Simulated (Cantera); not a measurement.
Feed: 1 mol CaCO₃, 4 mol H₂, 0.29 mol O₂, equilibrated at 101000 Pa.

Method: chemical equilibrium by Gibbs-energy minimisation in Cantera with the NASA 1993 tables (ideal gas, pure condensed phases). Candidate condensed phases: C, C₆H₆, C₇H₈, C₈H₁₈, Ca, CaCO₃, CaO, Ca(OH)₂, H₂O; 115 gas species. Kinetics and transport are ignored. All values below are at 902 °C.

Base state: H₂ 0.539, H₂O 0.261, CO 0.145, CO₂ 0.0549, CH₄ 5.92e-5 (mole fractions); condensed: CaO(s).

What changes in the equilibrium state with this change: O₂ from 0.29 to 0.04 mol?


```
species       before     after
-----------  -------  --------
H₂             0.539     0.621
H₂O            0.261     0.179
CO             0.145     0.163
CO₂           0.0549    0.0368
CH₄          5.92e-5  0.000148
CaO(s), mol     1.00      1.00
```
